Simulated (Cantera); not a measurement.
An isothermal, constant-pressure homogeneous reactor starts with C2H6 : N2 = 1 : 15 (molar parts), at 1648 K and 0.370 bar. Integrator tolerance rtol = 1e-08.

Computed with Cantera and GRI-Mech 3.0 (53 species, 325 reactions). GRI-Mech 3.0 stops at C3 and has no aromatics, soot or wall deposition, so with more carbon than oxygen in the feed, carbon stays in small species such as C2H2 where larger ones or solid carbon would form.

Problem. What does this change do: N2 15 to 3.4 parts?

Solution. 
| quantity | before | after |
|---|---|---|
| x(C2H6) at 4.00 s | 3.40e-8 (gas-phase equilibrium 7.63e-9) | 4.51e-7 (gas-phase equilibrium 2.79e-7) |
| x(CH3) at 4.00 s | 7.98e-6 (gas-phase equilibrium 3.44e-6) | 2.66e-5 (gas-phase equilibrium 2.08e-5) |
| x(H) at 4.00 s | 4.86e-5 (gas-phase equilibrium 4.90e-5) | 8.15e-5 (gas-phase equilibrium 8.17e-5) |
| x(HCN) at 4.00 s | 2.41e-6 (gas-phase equilibrium 0.0705) | 6.94e-7 (gas-phase equilibrium 0.118) |
| x(C2H2) at 4.00 s | 0.0550 (gas-phase equilibrium 0.0201) | 0.153 (gas-phase equilibrium 0.0951) |
| x(H2) at 4.00 s | 0.110 (gas-phase equilibrium 0.110) | 0.306 (gas-phase equilibrium 0.307) |

Problem. What does this change do: C2H6 1 to 0.38 parts?

Solution. 
```json
[
 {"quantity": "x(C2H6) at 4.00 s", "before": "3.40e-8 (gas-phase equilibrium 7.63e-9)", "after": "9.87e-9 (gas-phase equilibrium 3.37e-10)"},
 {"quantity": "x(CH3) at 4.00 s", "before": "7.98e-6 (gas-phase equilibrium 3.44e-6)", "after": "4.50e-6 (gas-phase equilibrium 7.24e-7)"},
 {"quantity": "x(H) at 4.00 s", "before": "4.86e-5 (gas-phase equilibrium 4.90e-5)", "after": "3.16e-5 (gas-phase equilibrium 3.20e-5)"},
 {"quantity": "x(HCN) at 4.00 s", "before": "2.41e-6 (gas-phase equilibrium 0.0705)", "after": "5.29e-6 (gas-phase equilibrium 0.0372)"},
 {"quantity": "x(C2H2) at 4.00 s", "before": "0.0550 (gas-phase equilibrium 0.0201)", "after": "0.0234 (gas-phase equilibrium 0.00491)"},
 {"quantity": "x(H2) at 4.00 s", "before": "0.110 (gas-phase equilibrium 0.110)", "after": "0.0466 (gas-phase equilibrium 0.0470)"}
]
```

Problem. What does this change do: pressure from 0.370 bar to 0.000360 bar?

Solution. 
| quantity | before | after |
|---|---|---|
| x(C2H6) at 4.00 s | 3.40e-8 (gas-phase equilibrium 7.63e-9) | 3.15e-7 (gas-phase equilibrium <1e-12) |
| x(CH3) at 4.00 s | 7.98e-6 (gas-phase equilibrium 3.44e-6) | 0.000423 (gas-phase equilibrium 1.07e-7) |
| x(H) at 4.00 s | 4.86e-5 (gas-phase equilibrium 4.90e-5) | 0.000216 (gas-phase equilibrium 0.00157) |
| x(HCN) at 4.00 s | 2.41e-6 (gas-phase equilibrium 0.0705) | 1.35e-5 (gas-phase equilibrium 0.0706) |
| x(C2H2) at 4.00 s | 0.0550 (gas-phase equilibrium 0.0201) | 0.0510 (gas-phase equilibrium 0.0202) |
| x(H2) at 4.00 s | 0.110 (gas-phase equilibrium 0.110) | 0.0972 (gas-phase equilibrium 0.110) |
Radical loss at walls, strong at low pressure, is not modelled.
